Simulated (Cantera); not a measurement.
Input: 1 mol SiCl4, 4.3 mol N2, at 1052 °C and 1.73 Torr.

Equilibrium computed with Cantera from the NASA thermochemical tables; the gas is ideal and each condensed phase is pure. Candidate condensed phases: Si, Si3N4; 13 gas species. The tables' values for SiCl3 are old estimates; treat these amounts as uncertain. Equilibrium is a limit: real reactors are often held back by kinetics, nucleation or transport.

Q: What is the equilibrium state?

A: 
```
Item                                 Result
--------------------------------  ---------
x(N2)                                 0.810
x(SiCl4)                              0.187
x(Cl)                               0.00155
x(SiCl3)                            0.00147
x(SiCl2)                            6.30e-5
x(Cl2)                              2.32e-5
gas amount                        5.308 mol
log10 activity of Si(s) (absent)      -8.11
```
